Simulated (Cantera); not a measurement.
Input (Python, Cantera) and output of one run.

```python
import numpy as np
import cantera as ct

gas_names = """
    H HO2 H2 H2O H2O2 Nb NbO NbO2 O OH O2 O3
""".split()
cond_names = """
    H2O(s) H2O(L) Nb(cr) Nb(L) NbO(s) NbO(L) NbO2(I) NbO2(II) NbO2(III) NbO2(L) Nb2O5(s) Nb2O5(L)
""".split()


# ... load() reads the species with a 1 bar reference pressure and builds the phases ...
atoms = {
    'Nb2O5': {'Nb': 2, 'O': 5},
    'H2': {'H': 2},
    'H2O': {'H': 2, 'O': 1},
}
top_T = {}  # K; cautious upper limits of use, not melting points


# ... equilibrate(T, P, feed) seeds the gas with the atoms and calls Mixture.equilibrate('TP', solver="vcs", rtol=1e-11, max_steps=5000) ...
results = []
feed = {'Nb2O5': 1, 'H2': 27, 'H2O': 0.32}  # mol
P = 740  # Pa
for T in [1348, 1448, 1548, 1648, 1748, 1848, 1948, 2048, 2148, 2248]:
    mix = equilibrate(T, P, feed)
    results.append((T, P, feed, dict(zip(mix.species_names, mix.species_moles))))

top = {s: max(r[3][s] / sum(r[3][g] for g in gas_names) for r in results) for s in gas_names}
cols = sorted((s for s in top if top[s] > 0.0001), key=lambda s: -top[s])[:5]
seen = [c for c in cond_names if any(r[3].get(c, 0) > 1e-12 for r in results)]
print("log10 of partial pressures in bar; condensed amounts in mol")
print(f"{'T/K':>10s}" + "".join(f"{s[:9]:>10s}" for s in cols + seen))
for T, P, feed, n in results:
    ng = sum(n[g] for g in gas_names)
    print(f"{T:10.4g}" + "".join(f"{np.log10(max(n[s] / ng * P / 1e5, 1e-99)):10.3f}" for s in cols)
          + "".join(f"{n.get(c, 0):10.4g}" for c in seen))
```

It prints:

```
log10 of partial pressures in bar; condensed amounts in mol
       T/K        H2         H       H2O      NbO2        OH NbO2(III)   NbO2(L)  Nb2O5(s)
      1348    -2.151    -6.711    -3.466   -12.424    -9.820     1.882         0   0.05882
      1448    -2.152    -6.112    -3.447   -10.914    -9.029         2         0         0
      1548    -2.152    -5.588    -3.447    -9.606    -8.358         2         0         0
      1648    -2.153    -5.127    -3.447    -8.461    -7.768         2         0         0
      1748    -2.153    -4.718    -3.447    -7.453    -7.246         2         0         0
      1848    -2.155    -4.353    -3.448    -6.557    -6.780     1.999         0         0
      1948    -2.158    -4.026    -3.450    -5.758    -6.362     1.993         0         0
      2048    -2.164    -3.732    -3.454    -5.039    -5.985     1.965         0         0
      2148    -2.176    -3.468    -3.461    -4.391    -5.644     1.843         0         0
      2248    -2.198    -3.233    -3.475    -3.875    -5.335         0     1.465         0
```

Equilibrium computed with Cantera from the NASA thermochemical tables; the gas is ideal and each condensed phase is pure. Mutual solubility and eutectic melting of coexisting phases are not modelled. Condensed phases not in the tables: the oxides between NbO2 and Nb2O5.
